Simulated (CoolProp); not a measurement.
Saturation properties of hexamethyldisiloxane (MM).

Computed with CoolProp (reference Helmholtz-energy equation of state, Thol 2016).

```
T (°C)  p (kPa)  liquid density (kg/m³)  vapour density (kg/m³)  enthalpy of vaporisation (kJ/kg)  surface tension (mN/m)
------  -------  ----------------------  ----------------------  --------------------------------  ----------------------
97.25     92.09                   678.8                   5.162                             194.4                    9.31
103.35    110.0                   671.4                   6.114                             191.2                    8.83
109.55    130.8                   663.8                   7.221                             187.9                    8.34
115.75    154.5                   656.0                   8.482                             184.4                    7.86
121.85    180.9                   648.1                   9.889                             181.0                    7.39
128.05    211.2                   640.0                   11.51                             177.3                    6.92
134.25    245.2                   631.7                   13.33                             173.6                    6.46
140.35    282.6                   623.3                   15.36                             169.8                    6.02
146.55    325.0                   614.5                   17.68                             165.8                    5.57
152.65    371.1                   605.6                   20.24                             161.7                    5.14
158.85    423.0                   596.3                   23.16                             157.4                    4.70
165.05    480.1                   586.7                   26.46                             152.9                    4.28
```

It boils at 100.5 °C under 1 atm.

Surface tension comes from a separate correlation (Mulero 2014), older than this fluid's equation and unchecked against measurements.
